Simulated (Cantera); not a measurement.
A perfectly stirred reactor is fed with NH3 : H2 = 1 : 1 (molar parts), at 3500 Pa; it is held at 2375 K, and followed from long to short residence time.

Detailed kinetics in Cantera: the gas-phase N/H chemistry of the illustrative SiF4/NH3 mechanism in the Surface Chemkin manual (1991). Walls and surfaces, which speed up NH3 decomposition in real reactors, are not modelled.

What does this change do: pressure from 3500 Pa to 13300 Pa?


```json
[
 {"quantity": "x(NH3) at τ = 2.50 s", "before": "0.000334", "after": "0.000197"},
 {"quantity": "x(H2) at τ = 2.50 s", "before": "0.802", "after": "0.805"},
 {"quantity": "x(NH2) at τ = 2.50 s", "before": "4.46e-5", "after": "2.45e-5"},
 {"quantity": "x(H) at τ = 2.50 s", "before": "0.0335", "after": "0.0312"},
 {"quantity": "x(N) at τ = 2.50 s", "before": "6.01e-5", "after": "2.86e-5"},
 {"quantity": "x(NH3) at τ = 37.0 ms", "before": "0.204", "after": "0.0798"},
 {"quantity": "x(H2) at τ = 37.0 ms", "before": "0.694", "after": "0.777"},
 {"quantity": "x(NH2) at τ = 37.0 ms", "before": "0.00199", "after": "0.00103"},
 {"quantity": "x(H) at τ = 37.0 ms", "before": "0.00211", "after": "0.00312"},
 {"quantity": "x(N) at τ = 37.0 ms", "before": "1.20e-5", "after": "1.18e-5"}
]
```

What does this change do: temperature 2375 to 1248 K?


| quantity | before | after |
|---|---|---|
| x(NH3) at τ = 2.50 s | 0.000334 | 0.500 |
| x(H2) at τ = 2.50 s | 0.802 | 0.500 |
| x(NH2) at τ = 2.50 s | 4.46e-5 | 8.79e-7 |
| x(H) at τ = 2.50 s | 0.0335 | 5.18e-7 |
| x(N) at τ = 2.50 s | 6.01e-5 | <1e-12 |
| x(NH3) at τ = 37.0 ms | 0.204 | 0.500 |
| x(H2) at τ = 37.0 ms | 0.694 | 0.500 |
| x(NH2) at τ = 37.0 ms | 0.00199 | 1.50e-8 |
| x(H) at τ = 37.0 ms | 0.00211 | 8.84e-9 |
| x(N) at τ = 37.0 ms | 1.20e-5 | <1e-12 |
